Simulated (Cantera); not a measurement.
An isothermal, constant-pressure homogeneous reactor starts with H2 : O2 = 0.0065 : 1 (molar parts), equivalence ratio 0.0032, at 1425 K and 0.0132 atm.

Model: GRI-Mech 3.0 (53 species, 325 reactions), integrated in Cantera. Radical loss at walls, strong at low pressure, is not modelled.

Problem. Predict: x(H2) at 1.00 s; x(O2) at 1.00 s; x(H) at 1.00 s; x(OH) at 1.00 s; x(O) at 1.00 s; x(H2O) at 1.00 s; x(H2O2) at 1.00 s.

Solution. 
```json
{
 "x(H2) at 1.00 s": "6.16e-6 (gas-phase equilibrium 3.72e-8)",
 "x(O2) at 1.00 s": "0.991 (gas-phase equilibrium 0.993)",
 "x(H) at 1.00 s": "2.54e-5 (gas-phase equilibrium 1.15e-8)",
 "x(OH) at 1.00 s": "0.000558 (gas-phase equilibrium 4.35e-5)",
 "x(O) at 1.00 s": "0.00208 (gas-phase equilibrium 1.21e-5)",
 "x(H2O) at 1.00 s": "0.00617 (gas-phase equilibrium 0.00646)",
 "x(H2O2) at 1.00 s": "3.54e-9 (gas-phase equilibrium 9.78e-11)"
}
```
